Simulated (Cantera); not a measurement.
Charge: 1 mol Pb, 0.23 mol CO, 8 mol N2, equilibrated at 1050 K and 101000 Pa.

These are equilibrium values from Cantera (NASA tables, ideal gas, pure condensed phases), not measurements of a reactor. Candidate condensed phases: C, Pb, PbO, PbO2, Pb3O4; 27 gas species. Kinetics and transport are ignored.

Base state: N2 0.972, CO 0.0276, CO2 0.000165, Pb 4.59e-5 (mole fractions); condensed: C(graphite) + Pb(l).

What changes in the equilibrium state with this change: temperature from 1050 K to 1548 K?


```
species             before    after
----------------  --------  -------
N2                   0.972    0.935
Pb                 4.59e-5   0.0379
CO                  0.0276   0.0269
Pb2                  <1e-9  2.14e-5
CO2               0.000165  3.23e-7
C(graphite), mol   0.00136        0
Pb(l), mol           1.000    0.675
```

What changes in the equilibrium state with this change: N2 from 8 to 1.3 mol?


| species | before | after |
|---|---|---|
| N2 | 0.972 | 0.853 |
| CO | 0.0276 | 0.142 |
| CO2 | 0.000165 | 0.00438 |
| Pb | 4.59e-5 | 4.59e-5 |
| C(graphite), mol | 0.00136 | 0.00667 |
| Pb(l), mol | 1.000 | 1.000 |
